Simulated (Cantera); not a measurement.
Feed: 1 mol (CH₃)₂SiCl₂, 0.029 mol C₃H₈, 610 mol H₂, held at 1400 K and 0.150 bar.

Method: chemical equilibrium by Gibbs-energy minimisation in Cantera with the NASA 1993 tables (ideal gas, pure condensed phases). The feed counts by its element totals alone. Rates play no part.

| species | before | after |
|---|---|---|
| H₂ | 0.996 | 0.995 |
| HCl | 0.00326 | 0.00326 |
| CH₄ | 0.000643 | 0.00133 |
| H | 1.25e-5 | 8.72e-6 |
| C(graphite), mol | 0.689 | 0.269 |
| SiC(s), mol | 1.000 | 1.000 |
Gas species are given as mole fractions.

Question: Which change was made?
A. pressure from 0.150 bar to 0.310 bar
B. temperature from 1400 K to 1175 K
C. (CH₃)₂SiCl₂ replaced by SiCl₄
D. H₂ from 610 to 4.1 mol

Answer: A, pressure from 0.150 bar to 0.310 bar
